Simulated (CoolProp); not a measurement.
Vapour-liquid equilibrium of dimethyl ether (1) + n-hexane (2) at 0.0805 MPa; x and y are mole fractions of (1).

Model: multi-fluid Helmholtz-energy mixture model, Wu 2011 and Thol 2019; pair parameters Bell 2016, in CoolProp.

```
x     bubble temperature (K)  y at the bubble point  dew temperature at overall composition x (K)  liquid density (mol/L)
----  ----------------------  ---------------------  --------------------------------------------  ----------------------
0.05                   309.0                  0.616                                         333.2                   7.674
0.2                    273.6                  0.934                                         328.2                   8.746
0.35                   260.7                  0.973                                         322.4                   9.717
0.5                    254.4                  0.984                                         315.5                   10.77
0.65                   250.5                  0.990                                         306.8                   12.00
0.8                    247.3                  0.994                                         294.4                   13.50
0.95                   244.3                  0.998                                         269.3                   15.37
```

No azeotrope shows between x = 0.05 and 0.95.

The pair parameters rest on a limited set of measurements; away from them the model extrapolates.
